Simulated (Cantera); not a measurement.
What does this Cantera script print?

```python
import numpy as np
import cantera as ct

gas_names = """
    C CN C2 CCN CNC C2N2 C3 C4 C4N2 C5 N N2 Si SiC SiC2 SiN Si2 Si2C Si2N Si3
""".split()
cond_names = """
    C(gr) Si(cr) Si(L) SiC(b) Si3N4(a)
""".split()


def load(file, names, dense=False):
    # The tables refer to 1 bar. Condensed volumes are neglected.
    table = {s.name: s for s in ct.Species.list_from_file(file)}
    out = []
    for n in names:
        d = dict(table[n].input_data)
        d["thermo"] = dict(d["thermo"], **{"reference-pressure": 1e5})
        if dense:
            d["equation-of-state"] = {"model": "constant-volume", "density": "1e6 g/cm^3"}
        out.append(ct.Species.from_dict(d))
    return out


gas = ct.Solution(thermo="ideal-gas", species=load("nasa_gas.yaml", gas_names))
cond = {s.name: ct.Solution(thermo="fixed-stoichiometry", species=[s], name=s.name)
        for s in load("nasa_condensed.yaml", cond_names, dense=True)}
atoms = {
    'SiC': {'Si': 1, 'C': 1},
    'N2': {'N': 2},
}
top_T = {'C(gr)': 4500, 'SiC(b)': 3050, 'Si3N4(a)': 2400}  # K; cautious upper limits of use, not melting points


def equilibrate(T, P, feed):
    n = {}
    for name, mol in feed.items():
        for a, k in atoms[name].items():
            n[a] = n.get(a, 0.0) + k * mol
    gas.TPX = T, P, n
    mass = sum(n.values()) * gas.mean_molecular_weight
    gas.equilibrate("TP")
    valid = [c for c in cond.values() if c.min_temp <= T <= top_T.get(c.name, c.max_temp)]
    mix = ct.Mixture([(gas, mass / gas.mean_molecular_weight)] + [(c, 0.0) for c in valid])
    mix.T, mix.P = T, P
    mix.equilibrate("TP", solver="vcs", rtol=1e-11, max_steps=5000)
    return mix


results = []
feed = {'SiC': 1, 'N2': 0.012}  # mol
T = 1573  # K
P = 133.322  # Pa
mix = equilibrate(T, P, feed)
results.append((T, P, feed, dict(zip(mix.species_names, mix.species_moles))))
x = sorted(zip(gas.X, gas.species_names), reverse=True)
print(f"T = {T:g} K  P = {P:g} Pa  gas = {mix.phase_moles(0):.4g} mol")
print("   x: " + "  ".join(f"{s} {v:.3e}" for v, s in x if v > 1e-05))
print("   condensed (mol): " + ("  ".join(f"{mix.phase(i).name} {mix.phase_moles(i):.4g}"
      for i in range(1, mix.n_phases) if mix.phase_moles(i) > 1e-12) or "none"))
```

Result:

```
T = 1573 K  P = 133.322 Pa  gas = 0.012 mol
   x: N2 1.000e+00
   condensed (mol): C(gr) 4.484e-09  SiC(b) 1
```

Method: chemical equilibrium by Gibbs-energy minimisation in Cantera with the NASA 1993 tables (ideal gas, pure condensed phases).
